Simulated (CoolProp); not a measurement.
Model: reference Helmholtz-energy equation of state, Lemmon 2006, in CoolProp. It is a short technical equation, of lower accuracy than the large ones.

Problem. For neopentane, give the phase and the Joule-Thomson coefficient (K/MPa), expansivity (1/kK) at 2.25 °C and 1790 kPa; 169.55 °C and 1790 kPa.

Solution. 
- 2.25 °C and 1790 kPa: liquid; Joule-Thomson coefficient -0.409, expansivity 1.66
- 169.55 °C and 1790 kPa: gas; Joule-Thomson coefficient 9.63, expansivity 4.77
